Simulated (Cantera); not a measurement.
# Stirred combustor or abatement burner

A perfectly stirred reactor is fed with 9.39 % CH₄, 0.357 % H₂, 19.0 % O₂, 71.3 % N₂, equivalence ratio 1.00, at 2630 Torr; it is adiabatic with a 823 K inlet, and is followed from long to short residence time, starting on the burning branch (τ in s: 0.047, 0.024, 0.013, 0.0065, 0.0034, 0.0017, 0.0009, 0.00046, 0.00024, 0.00012, 6.4e-05, 3.3e-05, 1.7e-05).

Detailed kinetics in Cantera: GRI-Mech 3.0 (53 species, 325 reactions).

| τ (s) | T (K) | x CH₄ | x H₂ | x O₂ | x NO₂ | x C₂H₂ | x HCN |
|---|---|---|---|---|---|---|---|
| 0.047 | 2518 | 9.44e-7 | 0.00683 | 0.00866 | 1.33e-6 | 4.62e-11 | 2.26e-7 |
| 0.024 | 2517 | 1.82e-6 | 0.00687 | 0.00888 | 1.23e-6 | 1.52e-10 | 3.97e-7 |
| 0.013 | 2515 | 3.26e-6 | 0.00695 | 0.00920 | 1.09e-6 | 4.53e-10 | 6.25e-7 |
| 0.0065 | 2511 | 6.24e-6 | 0.00711 | 0.00974 | 8.99e-7 | 1.51e-9 | 9.59e-7 |
| 0.0034 | 2503 | 1.12e-5 | 0.00741 | 0.0105 | 7.02e-7 | 4.34e-9 | 1.31e-6 |
| 0.0017 | 2487 | 2.04e-5 | 0.00796 | 0.0115 | 5.13e-7 | 1.22e-8 | 1.70e-6 |
| 0.00090 | 2464 | 3.44e-5 | 0.00874 | 0.0129 | 3.74e-7 | 2.81e-8 | 2.04e-6 |
| 0.00046 | 2429 | 5.84e-5 | 0.00990 | 0.0147 | 2.62e-7 | 6.10e-8 | 2.38e-6 |
| 0.00024 | 2386 | 9.69e-5 | 0.0113 | 0.0168 | 1.82e-7 | 1.22e-7 | 2.71e-6 |
| 0.00012 | 2331 | 0.000169 | 0.0130 | 0.0195 | 1.21e-7 | 2.54e-7 | 3.15e-6 |
| 6.4e-5 | 2274 | 0.000288 | 0.0147 | 0.0224 | 8.30e-8 | 5.32e-7 | 3.71e-6 |
| 3.3e-5 | 2209 | 0.000540 | 0.0164 | 0.0263 | 5.51e-8 | 1.34e-6 | 4.71e-6 |
| 1.7e-5 | 2132 | 0.00116 | 0.0181 | 0.0326 | 3.50e-8 | 4.62e-6 | 6.72e-6 |
x: mole fraction; the columns are a selection and need not sum to one.
